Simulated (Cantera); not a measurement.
Predominance diagram of Ca at 1850 K against the partial pressures of O2 and F2 (log10, bar). Cantera with NASA thermochemical tables; ideal gases at 1 bar, condensed phases pure. Candidates: Ca(l), CaF2(l), CaO(s). Only these pure phases compete in this equilibrium. Not in the tables: oxide halides.

**Question.** Which phase is stable at these pairs, and which metal-bearing vapour leads over it? (-10.4, -11); (-5.2, -13); (-17.4, -9); (-16.5, -1); (-2.6, -13); (-2.6, -15); (-7.8, -1)

**Answer.** 
| log p(O2) | log p(F2) | phase | chief vapour | log p (bar) |
|---|---|---|---|---|
| -10.4 | -11 | CaF2(l) | CaF2 | -3.2 |
| -5.2 | -13 | CaF2(l) | CaF2 | -3.2 |
| -17.4 | -9 | CaF2(l) | CaF2 | -3.2 |
| -16.5 | -1 | CaF2(l) | CaF2 | -3.2 |
| -2.6 | -13 | CaF2(l) | CaF2 | -3.2 |
| -2.6 | -15 | CaF2(l) | CaF2 | -3.2 |
| -7.8 | -1 | CaF2(l) | CaF2 | -3.2 |
